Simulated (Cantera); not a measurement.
Charge: 1 mol NH3, 4.6 mol H2, 0.78 mol N2, 0.083 mol O2, at 0.133 bar.

Method: chemical equilibrium by Gibbs-energy minimisation in Cantera with the NASA 1993 tables (ideal gas, pure condensed phases). Candidate condensed phases: H2O; 24 gas species. Equilibrium is a limit: real reactors are often held back by kinetics, nucleation or transport.

x: gas mole fraction; nothing condenses.

| T (°C) | x H2 | x H | x N2 | x H2O | x OH | x O | x NO |
|---|---|---|---|---|---|---|---|
| 1177 | 0.804 | 2.32e-5 | 0.173 | 0.0225 | 1.56e-8 | <1e-12 | 7.06e-11 |
| 1377 | 0.804 | 0.000223 | 0.173 | 0.0225 | 2.82e-7 | 6.38e-11 | 2.20e-9 |
| 1577 | 0.803 | 0.00132 | 0.173 | 0.0225 | 2.73e-6 | 3.43e-9 | 3.26e-8 |
| 1777 | 0.799 | [?] | 0.173 | 0.0224 | [?] | [?] | [?] |
| 1977 | 0.788 | 0.0181 | 0.172 | 0.0222 | 7.65e-5 | 1.21e-6 | 1.72e-6 |
| 2177 | 0.761 | [?] | 0.169 | 0.0217 | [?] | [?] | [?] |
| 2377 | 0.707 | 0.108 | 0.164 | 0.0204 | 0.000759 | 7.44e-5 | 2.74e-5 |
| 2577 | 0.616 | 0.209 | 0.155 | 0.0179 | 0.00178 | 0.000378 | 7.98e-5 |
| 2777 | 0.488 | 0.351 | 0.142 | 0.0134 | 0.00334 | 0.00147 | 0.000188 |
| 2977 | 0.342 | 0.514 | 0.128 | 0.00759 | 0.00452 | 0.00406 | 0.000329 |

Problem. Fill in the missing entries.

Solution. 
- 2177, x H: 0.0480
- 2177, x OH: 0.000267
- 2177, x O: 1.12e-5
- 2177, x NO: 7.70e-6
- 1777, x H: 0.00555
- 1777, x OH: 1.70e-5
- 1777, x O: 8.54e-8
- 1777, x NO: 2.87e-7
